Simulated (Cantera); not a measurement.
Input: 1 mol SiC, 0.063 mol CO2, 28 mol H2, equilibrated at 1248.15 K.

Cantera equilibrium calculation (NASA polynomials, part measured and part estimated; ideal gas, pure solids and liquids). Candidate condensed phases: C, C6H6, C7H8, C8H18, H2O, Si, SiC, SiO2; 123 gas species. Mutual solubility and eutectic melting of coexisting phases are not modelled. The tables hold silica as quartz up to 1696 K and as liquid above; real silica turns to tridymite and cristobalite and melts near 1996 K. The numbers say what is thermodynamically allowed, not how fast it happens.

Q: Which condensed phases are stable at each of these points (P (Pa)): 0.100, 0.750, 5.60, 42, 320, 2400, 18000, 130000, 1000000?

A: 
```csv
P (Pa),condensed phases,Si condensed (%)
0.100,SiC(s),96.8
0.750,SiC(s),96.8
5.60,SiC(s),96.9
42,SiC(s),96.9
320,SiC(s) + SiO2(β-quartz),99.8
2400,SiC(s) + SiO2(β-quartz),100.0
18000,C(graphite) + SiC(s) + SiO2(β-quartz),100.0
130000,SiC(s) + SiO2(β-quartz),100.0
1000000,SiC(s) + SiO2(β-quartz),100.0
```

From 0.100 Pa to 42.0 Pa the condensed part is SiC(s). From 3.20 mbar to 24.0 mbar the condensed part is SiC(s) + SiO2(β-quartz). At 0.180 bar the condensed part is C(graphite) + SiC(s) + SiO2(β-quartz). From 1.30 bar to 10.0 bar the condensed part is SiC(s) + SiO2(β-quartz).
